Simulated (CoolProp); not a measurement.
Properties of the fluoroketone C6F12O (FK-5-1-12) along the isobar 0.825 MPa (Tc = 168.7 °C, pc = 1.869 MPa, ω = 0.471).

Values from CoolProp's reference Helmholtz-energy equation of state, McLinden 2015.

```json
[
 {"T (°C)": "78.35", "phase": "liquid", "Z": "0.06234", "isothermal compressibility (1/MPa)": "0.007200", "expansivity (1/kK)": "2.583"},
 {"T (°C)": "83.75", "phase": "liquid", "Z": "0.06228", "isothermal compressibility (1/MPa)": "0.008048", "expansivity (1/kK)": "2.709"},
 {"T (°C)": "89.15", "phase": "liquid", "Z": "0.06228", "isothermal compressibility (1/MPa)": "0.009053", "expansivity (1/kK)": "2.853"},
 {"T (°C)": "94.55", "phase": "liquid", "Z": "0.06234", "isothermal compressibility (1/MPa)": "0.01026", "expansivity (1/kK)": "3.018"},
 {"T (°C)": "99.85", "phase": "liquid", "Z": "0.06248", "isothermal compressibility (1/MPa)": "0.01169", "expansivity (1/kK)": "3.208"},
 {"T (°C)": "105.25", "phase": "liquid", "Z": "0.06270", "isothermal compressibility (1/MPa)": "0.01349", "expansivity (1/kK)": "3.437"},
 {"T (°C)": "110.65", "phase": "liquid", "Z": "0.06302", "isothermal compressibility (1/MPa)": "0.01577", "expansivity (1/kK)": "3.714"},
 {"T (°C)": "116.05", "phase": "liquid", "Z": "0.06346", "isothermal compressibility (1/MPa)": "0.01873", "expansivity (1/kK)": "4.059"},
 {"T (°C)": "121.45", "phase": "liquid", "Z": "0.06405", "isothermal compressibility (1/MPa)": "0.02272", "expansivity (1/kK)": "4.501"},
 {"T (°C)": "132.25", "phase": "gas", "Z": "0.7329", "isothermal compressibility (1/MPa)": "1.831", "expansivity (1/kK)": "7.610"},
 {"T (°C)": "137.65", "phase": "gas", "Z": "0.7519", "isothermal compressibility (1/MPa)": "1.748", "expansivity (1/kK)": "6.810"},
 {"T (°C)": "142.95", "phase": "gas", "Z": "0.7683", "isothermal compressibility (1/MPa)": "1.684", "expansivity (1/kK)": "6.199"},
 {"T (°C)": "148.35", "phase": "gas", "Z": "0.7832", "isothermal compressibility (1/MPa)": "1.632", "expansivity (1/kK)": "5.700"}
]
```
